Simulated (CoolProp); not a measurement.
CH3F (R41) along the isobar 15.4 bar: Z from the reference equation and from simpler models built on Tc = 44.1 °C, pc = 59.06 bar, ω = 0.200; each cubic takes its own stable root.

Computed with CoolProp (reference Helmholtz-energy equation of state, Lemmon 2006). It is a short technical equation, of lower accuracy than the large ones.

```tsv
T (°C)	phase	reference	van der Waals	Redlich-Kwong	Soave-Redlich-Kwong	Peng-Robinson
-90.35	liquid	0.03800	0.07195	0.04884	0.04791	0.04249
-76.05	liquid	0.03641	0.06880	0.04692	0.04586	0.04062
-61.85	liquid	0.03519	0.06641	0.04553	0.04435	0.03922
-47.55	liquid	0.03428	0.06474	0.04466	0.04333	0.03827
-33.25	liquid	0.03371	0.8211	0.04435	0.04285	0.03780
-18.95	liquid	0.03353	0.8484	0.04474	0.04303	0.03793
-4.65	gas	0.7873	0.8697	0.8371	0.8274	0.8161
9.65	gas	0.8303	0.8869	0.8630	0.8572	0.8464
23.85	gas	0.8606	0.9009	0.8832	0.8802	0.8699
38.15	gas	0.8834	0.9126	0.8996	0.8988	0.8889
52.45	gas	0.9011	0.9224	0.9130	0.9139	0.9045
66.75	gas	0.9153	0.9308	0.9241	0.9264	0.9173
81.05	gas	0.9268	0.9380	0.9334	0.9368	0.9282
```

At some of these states van der Waals gives the other phase, because its saturation line lies elsewhere.
